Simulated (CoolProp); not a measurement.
Model: reference Helmholtz-energy equation of state, Lemmon 2006, in CoolProp. It is a short technical equation, of lower accuracy than the large ones.

### Question
Give the vapour pressure (MPa), liquid density (kg/m³), vapour density (kg/m³), surface tension (mN/m) of saturated toluene at 470.4, 520.8, 540.9 K.

### Answer
| T (K) | p (MPa) | liquid density (kg/m³) | vapour density (kg/m³) | surface tension (mN/m) |
|---|---|---|---|---|
| 470.4 | 0.714 | 680 | 20.0 | 8.92 |
| 520.8 | 1.62 | 604 | 48.0 | 4.46 |
| 540.9 | 2.15 | 565 | 68.0 | 2.90 |

Surface tension comes from a separate correlation (Mulero 2012).
